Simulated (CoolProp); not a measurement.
Vapour-liquid equilibrium of carbon dioxide (1) + R152A (2) at -19.15 °C; x and y are mole fractions of (1).

Values from CoolProp's multi-fluid Helmholtz-energy mixture model, Span 1996 and Outcalt 1996; pair parameters Bell 2016.

```tsv
x	bubble pressure (bar)	y at the bubble point	dew pressure at overall composition x (bar)	liquid density (mol/L)
0.05	2.134	0.427	1.316	15.45
0.125	3.475	?	1.425	15.91
0.2	4.826	0.771	1.554	?
0.275	6.181	0.831	?	16.90
0.35	?	0.871	1.895	17.43
0.425	8.892	0.899	2.127	17.99
0.5	10.25	0.920	2.422	18.58
0.575	?	0.937	2.812	19.20
0.65	13.02	0.951	3.350	19.86
0.725	14.44	0.963	4.139	20.54
0.8	15.91	0.974	5.404	21.26
0.875	17.45	?	7.725	22.02
0.95	19.07	0.994	12.94	22.81
```

Task: Fill in the missing entries.

Result: 
- 0.125, y at the bubble point: 0.664
- 0.2, liquid density (mol/L): 16.39
- 0.275, dew pressure at overall composition x (bar): 1.708
- 0.35, bubble pressure (bar): 7.536
- 0.575, bubble pressure (bar): 11.62
- 0.875, y at the bubble point: 0.984

No azeotrope shows between x = 0.05 and 0.95.

The pair parameters rest on a limited set of measurements; away from them the model extrapolates.
